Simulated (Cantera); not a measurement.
Feed: 1 mol SiH4, 0.34 mol C2H2, 900 mol H2, equilibrated at 2.90 mbar.

Method: chemical equilibrium by Gibbs-energy minimisation in Cantera with the NASA 1993 tables (ideal gas, pure condensed phases). Candidate condensed phases: C, C6H6, C7H8, C8H18, Si, SiC; 87 gas species. Mutual solubility and eutectic melting of coexisting phases are not modelled. Gases not in the tables: Si2H6 and higher silanes. Equilibrium is a limit: real reactors are often held back by kinetics, nucleation or transport.

Question: Which condensed phases are stable at each of these points (T (K)): 1648, 1698, 1748, 1798, 1848, 1898, 1948, 1998, 2048, 2098, 2148, 2198, 2248, 2298?

Answer: 
```tsv
T (K)	condensed phases	Si condensed (%)
1648	Si(s) + SiC(s)	90.3
1698	Si(l) + SiC(s)	76.1
1748	SiC(s)	67.7
1798	SiC(s)	67.5
1848	SiC(s)	65.8
1898	SiC(s)	57.8
1948	SiC(s)	35.1
1998	gas only	0.0
2048	gas only	0.0
2098	gas only	0.0
2148	gas only	0.0
2198	gas only	0.0
2248	gas only	0.0
2298	gas only	0.0
```

At 1648 K the condensed part is Si(s) + SiC(s). At 1698 K the condensed part is Si(l) + SiC(s). From 1748 K to 1948 K the condensed part is SiC(s). From 1998 K to 2298 K nothing is condensed.
